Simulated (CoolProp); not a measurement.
c-C4F8 (RC318) at several states: density (kg/m³) from the reference equation and from simpler models built on Tc = 115.2 °C, pc = 2.778 MPa, ω = 0.355; each cubic takes its own stable root.

Computed with CoolProp (reference Helmholtz-energy equation of state, Platzer 1990). This equation is an older, rougher fit; its heat capacities, sound speeds and derivatives of the liquid may be far off and weren't checked against measurements.

```csv
T (°C),p (MPa),phase,reference,van der Waals,Soave-Redlich-Kwong,Peng-Robinson
102.65,0.0479,gas,3.086,3.084,3.087,3.089
61.15,2.78,liquid,1361,866.5,1255,(withheld)
149.35,0.0432,gas,2.469,2.469,2.470,2.471
213.95,6.34,supercritical,450.5,(withheld),424.4,448.3
28.05,0.581,liquid,1488,53.22,1389,(withheld)
27.85,5.2,liquid,(withheld),988.5,1443,1629
```

Task: Complete the blanks.

Result: 
- 61.15, Peng-Robinson: 1420
- 213.95, van der Waals: 530.8
- 28.05, Peng-Robinson: 1575
- 27.85, reference: 1520

At some of these states van der Waals gives the other phase, because its saturation line lies elsewhere.
